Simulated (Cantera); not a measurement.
A Cantera script and what it prints.

```python
import numpy as np
import cantera as ct

gas_names = """
    C CH CH2 CH3 CH2OH CH3O CH4 CH3OH CO CO2 COOH C2 C2H CHCO,ketyl C2H2,acetylene C2H2,vinylidene
    CH2CO,ketene C2H3,vinyl CH3CO,acetyl C2H4 C2H4O,ethylen CH3CHO,ethanal CH3COOH (HCOOH)2 C2H5 C2H6
    CH3OCH3 C2H5OH C2O C3 C3H3,propargyl C3H4,allene C3H4,propyne C3H4,cyclo- C3H5,allyl C3H6,propylene
    C3H6,cyclo- C3H6O C3H7,n-propyl C3H7,i-propyl C3H8 C3H8O,1propanol C3H8O,2propanol C3O2 C4 C4H2
    C4H4,1,3-cyclo- C4H6,butadiene C4H6,2-butyne C4H6,cyclo- C4H8,1-butene C4H8,cis2-buten
    C4H8,tr2-butene C4H8,isobutene C4H8,cyclo- (CH3COOH)2 C4H9,n-butyl C4H9,i-butyl C4H9,s-butyl
    C4H9,t-butyl C4H10,isobutane C4H10,n-butane C5 C5H6,1,3cyclo- C5H8,cyclo- C5H10,1-pentene
    C5H10,cyclo- C5H11,pentyl C5H11,t-pentyl C5H12,n-pentane C5H12,i-pentane CH3C(CH3)2CH3 C6H2
    C6H5,phenyl C6H5O,phenoxy C6H6 C6H5OH,phenol C6H10,cyclo- C6H12,1-hexene C6H12,cyclo- C6H13,n-hexyl
    C7H7,benzyl C7H8 C7H8O,cresol C7H14,1-heptene C7H15,n-heptyl C7H16,n-heptane C8H8,styrene
    C8H10,ethylbenz C8H16,1-octene C8H17,n-octyl C8H18,isooctane C8H18,n-octane C9H19,n-nonyl
    C10H8,naphthale C10H21,n-decyl C12H9,o-bipheny C12H10,bipheny H HCO HO2 H2 HCHO,formaldehy HCOOH H2O
    H2O2 O OH O2 O3 Si SiC SiC2 SiC4H12 SiH SiH2 SiH3 SiH4 SiO SiO2 Si2 Si2C Si3
""".split()
cond_names = """
    C(gr) C6H6(L) C7H8(L) C8H18(L),n-octa H2O(s) H2O(L) Si(cr) Si(L) SiC(b) SiO2(Lqz) SiO2(hqz) SiO2(L)
""".split()


def load(file, names, dense=False):
    # The tables refer to 1 bar. Condensed volumes are neglected.
    table = {s.name: s for s in ct.Species.list_from_file(file)}
    out = []
    for n in names:
        d = dict(table[n].input_data)
        d["thermo"] = dict(d["thermo"], **{"reference-pressure": 1e5})
        if dense:
            d["equation-of-state"] = {"model": "constant-volume", "density": "1e6 g/cm^3"}
        out.append(ct.Species.from_dict(d))
    return out


gas = ct.Solution(thermo="ideal-gas", species=load("nasa_gas.yaml", gas_names))
cond = {s.name: ct.Solution(thermo="fixed-stoichiometry", species=[s], name=s.name)
        for s in load("nasa_condensed.yaml", cond_names, dense=True)}
atoms = {
    'SiC': {'Si': 1, 'C': 1},
    'CO2': {'C': 1, 'O': 2},
    'H2': {'H': 2},
}
top_T = {'C(gr)': 4500, 'SiC(b)': 3050}  # K; cautious upper limits of use, not melting points


def equilibrate(T, P, feed):
    n = {}
    for name, mol in feed.items():
        for a, k in atoms[name].items():
            n[a] = n.get(a, 0.0) + k * mol
    gas.TPX = T, P, n
    mass = sum(n.values()) * gas.mean_molecular_weight
    gas.equilibrate("TP")
    valid = [c for c in cond.values() if c.min_temp <= T <= top_T.get(c.name, c.max_temp)]
    mix = ct.Mixture([(gas, mass / gas.mean_molecular_weight)] + [(c, 0.0) for c in valid])
    mix.T, mix.P = T, P
    mix.equilibrate("TP", solver="vcs", rtol=1e-11, max_steps=5000)
    return mix


results = []
feed = {'SiC': 1, 'CO2': 0.056, 'H2': 400}  # mol
T = 998.15  # K
for P in [0.1, 1.5, 22, 320, 4600, 68000, 1000000]:
    mix = equilibrate(T, P, feed)
    results.append((T, P, feed, dict(zip(mix.species_names, mix.species_moles))))

top = {s: max(r[3][s] / sum(r[3][g] for g in gas_names) for r in results) for s in gas_names}
cols = sorted((s for s in top if top[s] > 1e-06), key=lambda s: -top[s])[:6]
seen = [c for c in cond_names if any(r[3].get(c, 0) > 1e-12 for r in results)]
print("log10 of partial pressures in bar; condensed amounts in mol")
print(f"{'P/Pa':>10s}" + "".join(f"{s[:9]:>10s}" for s in cols + seen))
for T, P, feed, n in results:
    ng = sum(n[g] for g in gas_names)
    print(f"{P:10.4g}" + "".join(f"{np.log10(max(n[s] / ng * P / 1e5, 1e-99)):10.3f}" for s in cols)
          + "".join(f"{n.get(c, 0):10.4g}" for c in seen))
```

Output:

```
log10 of partial pressures in bar; condensed amounts in mol
      P/Pa        H2       CH4        CO       SiO      SiH4         H    Si(cr)    SiC(b) SiO2(hqz)
       0.1    -6.000   -14.819    -9.678   -10.155   -19.997   -11.666         0     0.972         0
       1.5    -4.824   -11.738    -8.551   -10.486   -18.373   -11.078         0     0.981    0.0181
        22    -3.658    -8.640    -7.403   -10.869   -16.806   -10.494         0    0.9799   0.02003
       320    -2.495    -6.110    -7.096   -10.971   -14.685    -9.913         0     0.949   0.05098
      4600    -1.337    -4.890    -8.739   -10.423   -11.275    -9.334         0     0.944   0.05599
   6.8e+04    -0.168    -3.720   -10.493    -9.838    -7.766    -8.749         0     0.944     0.056
     1e+06     1.000    -2.428   -12.057    -9.317    -4.388    -8.166   0.03561    0.9068     0.056
```

Method: chemical equilibrium by Gibbs-energy minimisation in Cantera with the NASA 1993 tables (ideal gas, pure condensed phases).
